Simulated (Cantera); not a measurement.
Source: NASA polynomial tables (part measured, part estimated), evaluated in Cantera. Values are per mole of reaction as written; species without (g) are pure solids or liquids, kept so even where they would boil at 1 bar. TaC: taken at fixed stoichiometry.

Task: Between 1675 and 2675 K, where is each reaction favourable under standard conditions?
- 7 Ta + 5 CO(g) = Ta2O5 + 5 TaC

Result: 
- 7 Ta + 5 CO(g) = Ta2O5 + 5 TaC: ΔG° is -738 kJ at 1675 K and 24 kJ at 2675 K; it changes sign between 2575 and 2675 K. ΔH° is -1880 kJ and ΔS° -712 J/K at 2675 K.
